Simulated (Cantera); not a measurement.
# Thermodynamics of thermal oxidation and active oxidation of silicon, feed Si + CO2 + N2

Charge: 1 mol Si, 0.35 mol CO2, 97 mol N2, held at 0.100 bar.

Cantera equilibrium calculation (NASA polynomials, part measured and part estimated; ideal gas, pure solids and liquids). Candidate condensed phases: C, Si, SiC, SiO2, Si2N2O, Si3N4; 34 gas species. N2 is the only nitrogen source here; it is nearly inert below about 1500 K, so the nitride shown seldom forms there in practice. The numbers say what is thermodynamically allowed, not how fast it happens.

At 950 K the condensed part is C(graphite) + SiO2(β-quartz) + Si2N2O(s). From 1050 K to 1550 K the condensed part is C(graphite) + Si2N2O(s).

| T (K) | x N2 | x CO | x SiO | x CO2 | x C2N2 | n C(graphite) | n SiO2(β-quartz) | n Si2N2O(s) |
|---|---|---|---|---|---|---|---|---|
| 950 | 0.999 | 0.000569 | <1e-12 | 5.42e-8 | <1e-12 | 0.295 | 0.0967 | 0.452 |
| 1050 | 0.998 | 0.00207 | <1e-12 | 9.14e-8 | <1e-12 | 0.150 | 0 | 0.500 |
| 1150 | 0.998 | 0.00207 | 5.78e-11 | 1.69e-8 | 1.68e-12 | 0.150 | 0 | 0.500 |
| 1250 | 0.998 | 0.00207 | 1.92e-9 | 4.12e-9 | 2.30e-11 | 0.150 | 0 | 0.500 |
| 1350 | 0.998 | 0.00207 | 3.74e-8 | 1.25e-9 | 2.13e-10 | 0.150 | 0 | 0.500 |
| 1450 | 0.998 | 0.00207 | 4.81e-7 | 4.49e-10 | 1.46e-9 | 0.150 | 0 | 0.500 |
| 1550 | 0.998 | 0.00207 | 4.41e-6 | 1.85e-10 | 7.76e-9 | 0.150 | 0 | 0.500 |
x: gas mole fraction; n: condensed amount in mol.
